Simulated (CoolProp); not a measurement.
Vapour pressure (MPa) of n-perfluorohexane: the reference equation beside estimates from Tc = 448.0 K, pc = 1.742 MPa, ω = 0.497. Clausius-Clapeyron is anchored at 316.9 K with a constant enthalpy of vaporisation of 29.81 kJ/mol.

Model: reference Helmholtz-energy equation of state, Gao 2022, in CoolProp.

```
T (K)  reference  Lee-Kesler  Clausius-Clapeyron  Soave-Redlich-Kwong
-----  ---------  ----------  ------------------  -------------------
298.6    0.03000     0.02992             0.03144              0.02991
301.3    0.03370     0.03362             0.03501              0.03361
303.9    0.03760     0.03753             0.03876              0.03752
306.5    0.04186     0.04180             0.04284              0.04178
309.1    0.04650     0.04645             0.04727              0.04642
311.7    0.05153     0.05150             0.05208              0.05147
314.3    0.05699     0.05698             0.05728              0.05695
316.9    0.06290     0.06291             0.06290              0.06289
319.5    0.06927     0.06932             0.06896              0.06931
322.2    0.07643     0.07651             0.07576              0.07651
324.8    0.08385     0.08397             0.08282              0.08400
327.4    0.09183     0.09200             0.09041              0.09206
330       0.1004      0.1006             0.09855               0.1007
332.6     0.1096      0.1098              0.1073               0.1100
```

Absolute difference from the reference over all 14 rows, mean and median: Lee-Kesler 0.1 and 0.1 %, Clausius-Clapeyron 1.8 and 1.6 %, Soave-Redlich-Kwong 0.2 and 0.2 %.
